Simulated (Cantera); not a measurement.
Input: 1 mol SiCl4, 1.5 mol H2, equilibrated at 527 °C and 0.360 bar.

Method: chemical equilibrium by Gibbs-energy minimisation in Cantera with the NASA 1993 tables (ideal gas, pure condensed phases). Candidate condensed phases: Si; 19 gas species. The tables' values for SiCl3 are old estimates; treat these amounts as uncertain. Kinetics and transport are ignored.

Base state: H2 0.586, SiCl4 0.386, HCl 0.0143, SiHCl3 0.0142, SiH2Cl2 4.25e-5, SiCl3 2.15e-5 (mole fractions); condensed: gas only.

### Question
What changes in the equilibrium state with this change: SiCl4 replaced by Si?

### Answer
| species | before | after |
|---|---|---|
| H2 | 0.586 | 1.00 |
| SiCl4 | 0.386 | 0 |
| HCl | 0.0143 | 0 |
| SiHCl3 | 0.0142 | 0 |
| SiH2Cl2 | 4.25e-5 | 0 |
| SiCl3 | 2.15e-5 | 0 |
| Si(s), mol | 0 | 1.00 |
